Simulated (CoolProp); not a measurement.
500 sccm (0 °C, 1 atm) of nitrogen bubbles through liquid R365MFC at 289.1 K and leaves saturated at a total pressure of 0.15 MPa (ideal gas phase). Each further row changes one setting.

Values from CoolProp's reference Helmholtz-energy equation of state, Lemmon 2016.

```tsv
case	vapour pressure (kPa)	mole fraction of vapour	delivery (mg/min)	delivery (sccm)	change of delivery for a bath 1 K warmer (%)
as stated	38.8	0.259	1150	(withheld)	(withheld)
bath temperature 294.1 K	48.1	0.320	1560	236	6.4
total pressure 0.3 MPa	38.8	0.129	491	74.3	(withheld)
```

Task: Some entries are withheld; supply them.

Result: 
- as stated, delivery (sccm): 175
- as stated, change of delivery for a bath 1 K warmer (%): 6.1
- total pressure 0.3 MPa, change of delivery for a bath 1 K warmer (%): 5.1
